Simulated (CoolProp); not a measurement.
Computed with CoolProp (reference Helmholtz-energy equation of state, Gedanitz 2015).

For cyclopentane, give the phase and the conductivity (mW/(m K)) at 65.45 °C and 26.4 kPa.


- 65.45 °C and 26.4 kPa: gas; conductivity 15.1

Thermal conductivity comes from a separate model (Vassiliou 2015).
